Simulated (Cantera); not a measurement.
A perfectly stirred reactor is fed with NO : N₂ = 1 : 0.62 (molar parts), at 0.450 bar; it is held at 1675 K, and followed from long to short residence time.

Detailed kinetics in Cantera: GRI-Mech 3.0 (53 species, 325 reactions).

### Question
What does this change do: pressure from 0.450 bar to 0.0120 bar?

### Answer
```json
[
 {"quantity": "x(NO) at τ = 6.00 s", "before": "0.512", "after": "0.613"},
 {"quantity": "x(N₂O) at τ = 6.00 s", "before": "9.58e-5", "after": "0.000117"},
 {"quantity": "x(O₂) at τ = 6.00 s", "before": "0.0521", "after": "0.00211"},
 {"quantity": "x(NO₂) at τ = 6.00 s", "before": "0.000580", "after": "2.80e-5"},
 {"quantity": "x(O) at τ = 6.00 s", "before": "1.24e-5", "after": "3.78e-5"},
 {"quantity": "x(NO) at τ = 88.0 ms", "before": "0.615", "after": "0.617"},
 {"quantity": "x(N₂O) at τ = 88.0 ms", "before": "0.000125", "after": "2.32e-5"},
 {"quantity": "x(O₂) at τ = 88.0 ms", "before": "0.000892", "after": "6.65e-6"},
 {"quantity": "x(NO₂) at τ = 88.0 ms", "before": "0.000206", "after": "8.37e-6"},
 {"quantity": "x(O) at τ = 88.0 ms", "before": "4.16e-6", "after": "1.56e-5"}
]
```
Radical loss at walls, strong at low pressure, is not modelled.

### Question
What does this change do: temperature 1675 to 2075 K?

### Answer
```
quantity                 before     after
---------------------  --------  --------
x(NO) at τ = 6.00 s       0.512    0.0742
x(N₂O) at τ = 6.00 s    9.58e-5   2.45e-6
x(O₂) at τ = 6.00 s      0.0521     0.271
x(NO₂) at τ = 6.00 s   0.000580   8.63e-5
x(O) at τ = 6.00 s      1.24e-5  0.000913
x(NO) at τ = 88.0 ms      0.615     0.538
x(N₂O) at τ = 88.0 ms  0.000125  0.000128
x(O₂) at τ = 88.0 ms   0.000892    0.0390
x(NO₂) at τ = 88.0 ms  0.000206  0.000256
x(O) at τ = 88.0 ms     4.16e-6  0.000400
```
